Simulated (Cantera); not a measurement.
A freely propagating, adiabatic, planar premixed flame of CH4 : C2H6 : O2 : N2 = 1 : 0.53 : 5.28 : 19.9 (molar parts), equivalence ratio 0.73, unburnt at 573 K and 3300 Torr; mixture-averaged transport, grid criteria slope 0.08 and curve 0.16, no radiation.

Detailed kinetics in Cantera: GRI-Mech 3.0 (53 species, 325 reactions). Burning velocities carry a grid error of a few per cent, more on coarse grids.

Question: Predict: laminar burning velocity; thermal thickness; peak x(O); peak x(HCO).

Answer: 
```json
{
  "laminar_burning_velocity": "53.9 cm/s",
  "thermal_thickness": "0.126 mm",
  "peak x(O)": "0.00214",
  "peak x(HCO)": "1.83e-5"
}
```
